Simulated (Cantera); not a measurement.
Charge: 1 mol Si, 1.1 mol Cl2, 15 mol H2, equilibrated at 1250 K and 320000 Pa.

Equilibrium computed with Cantera from the NASA thermochemical tables; the gas is ideal and each condensed phase is pure. Candidate condensed phases: Si; 19 gas species. The tables' values for SiCl3 are old estimates; treat these amounts as uncertain. The numbers say what is thermodynamically allowed, not how fast it happens.

Base state: H2 0.937, HCl 0.0284, SiHCl3 0.0152, SiCl4 0.0129, SiH2Cl2 0.00243, SiCl2 0.00216, SiCl3 0.00198, SiH3Cl 0.000108 (mole fractions); condensed: Si(s).

What changes in the equilibrium state with this change: pressure from 320000 Pa to 650000 Pa?


```
species       before     after
----------  --------  --------
H2             0.937     0.940
HCl           0.0284    0.0236
SiHCl3        0.0152    0.0177
SiCl4         0.0129    0.0125
SiH3Cl      0.000108  0.000182
SiCl2        0.00216   0.00149
SiH2Cl2      0.00243   0.00341
SiCl3        0.00198   0.00161
Si(s), mol     0.457     0.426
```
